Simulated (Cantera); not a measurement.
# Hydrocarbon pyrolysis for carbon deposition

An isothermal, constant-pressure homogeneous reactor starts with 1.33 % CH₄, 98.7 % N₂, at 1648 K and 1.00 bar.

Computed with Cantera and GRI-Mech 3.0 (53 species, 325 reactions). GRI-Mech 3.0 stops at C3 and has no aromatics, soot or wall deposition, so with more carbon than oxygen in the feed, carbon stays in small species such as C2H2 where larger ones or solid carbon would form.

| t (s) | x CH₄ | x H | x C₂H₂ | x CH₂ | x CH₃ |
|---|---|---|---|---|---|
| 0.000200 | 0.0133 | 1.48e-7 | 6.11e-10 | 1.75e-9 | 2.06e-5 |
| 0.000419 | 0.0133 | 1.79e-7 | 1.21e-8 | 6.30e-9 | 4.12e-5 |
| 0.000878 | 0.0132 | 2.87e-7 | 2.27e-7 | 2.01e-8 | 7.71e-5 |
| 0.00184 | 0.0130 | 6.37e-7 | 3.94e-6 | 5.42e-8 | 0.000132 |
| 0.00385 | 0.0124 | 1.67e-6 | 5.86e-5 | 1.11e-7 | 0.000190 |
| 0.00808 | 0.0108 | 3.60e-6 | 0.000527 | 1.23e-7 | 0.000185 |
| 0.0169 | 0.00864 | 5.39e-6 | 0.00183 | 8.11e-8 | 0.000129 |
| 0.0355 | 0.00643 | 7.14e-6 | 0.00320 | 5.31e-8 | 8.81e-5 |
| 0.0743 | 0.00430 | 8.82e-6 | 0.00437 | 3.39e-8 | 5.65e-5 |
| 0.156 | 0.00256 | 1.03e-5 | 0.00527 | 2.00e-8 | 3.32e-5 |
| 0.326 | 0.00138 | 1.13e-5 | 0.00587 | 1.09e-8 | 1.78e-5 |
| 0.683 | 0.000699 | 1.19e-5 | 0.00622 | 5.59e-9 | 9.04e-6 |
| 1.43 | 0.000342 | 1.23e-5 | 0.00640 | 2.76e-9 | 4.43e-6 |
| 3.00 | 0.000167 | 1.24e-5 | 0.00648 | 1.36e-9 | 2.17e-6 |
x: mole fraction; the columns are a selection and need not sum to one.

Equilibrium at this temperature and pressure: CH₄ 1.22e-5, H 1.26e-5, C₂H₂ 0.000493, CH₂ 9.91e-11, CH₃ 1.58e-7 (gas phase only).
